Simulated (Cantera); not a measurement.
Catalytic combustion on Pt

An isothermal plug-flow reactor at 1148 K and 1.00 bar (inlet), inlet velocity 2.7 m/s, active area per volume 610 1/m; feed 0.320 % CH4, 6.04 % O2, 93.6 % N2, equivalence ratio 0.11.

Detailed kinetics in Cantera: Deutschmann's 1995 Pt surface mechanism with GRI-Mech 3.0 gas chemistry. Catalytic surfaces can have several steady states; this one follows from the mechanism file's or the stated starting coverage. Mass transfer to the wall is taken as infinitely fast.

```
z (m)       x CH4    x O2     x H2O     x CO2     x CO  θ free Pt   θ O*     θ OH*
-------  --------  ------  --------  --------  -------  ---------  -----  --------
0.00026   0.00313  0.0603  0.000138   6.54e-5  3.40e-6      0.397  0.602  0.000214
0.00043   0.00309  0.0602  0.000226  0.000110  3.49e-6      0.397  0.602  0.000250
0.00072   0.00301  0.0601  0.000375  0.000184  3.43e-6      0.398  0.602  0.000302
0.0012    0.00289  0.0598  0.000612  0.000303  3.30e-6      0.398  0.602  0.000370
0.002     0.00270  0.0595  0.000989  0.000490  3.08e-6      0.398  0.602  0.000458
0.0033    0.00242  0.0589   0.00155  0.000771  2.77e-6      0.398  0.601  0.000563
0.0056    0.00199  0.0580   0.00241   0.00120  2.28e-6      0.399  0.600  0.000695
0.0093    0.00145  0.0570   0.00348   0.00173  1.67e-6      0.400  0.599  0.000830
0.015    0.000880  0.0559   0.00460   0.00229  1.03e-6      0.401  0.598  0.000951
0.026    0.000334  0.0548   0.00567   0.00282  4.14e-7      0.402  0.597   0.00106
```
x: gas mole fraction; θ: surface coverage.
